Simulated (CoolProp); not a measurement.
n-dodecane along the isotherm 620 K: fugacity coefficient from the reference equation and from simpler models built on Tc = 658.1 K, pc = 1.818 MPa, ω = 0.574; each cubic takes its own stable root.

Model: reference Helmholtz-energy equation of state, Lemmon 2004, in CoolProp. It is a short technical equation, of lower accuracy than the large ones.

| p (MPa) | phase | reference |
|---|---|---|
| 2.02 | liquid | 0.4097 |
| 4.04 | liquid | 0.2369 |
| 6.06 | liquid | 0.1816 |
| 8.08 | liquid | 0.1559 |
| 10.1 | liquid | 0.1423 |
| 12.1 | liquid | 0.1350 |
| 14.1 | liquid | 0.1315 |
| 16.2 | liquid | 0.1304 |
| 18.2 | liquid | 0.1312 |

Question: How far does each simpler model (Redlich-Kwong, Peng-Robinson) lie from the reference over these 9 states: mean and median of the absolute difference, and the worst?

Answer: 
- Redlich-Kwong: mean 37.3 %, median 38.3 %, worst +50.8 % at 620 K and 18.2 MPa
- Peng-Robinson: mean 8.3 %, median 8.7 %, worst +10.6 % at 620 K and 18.2 MPa
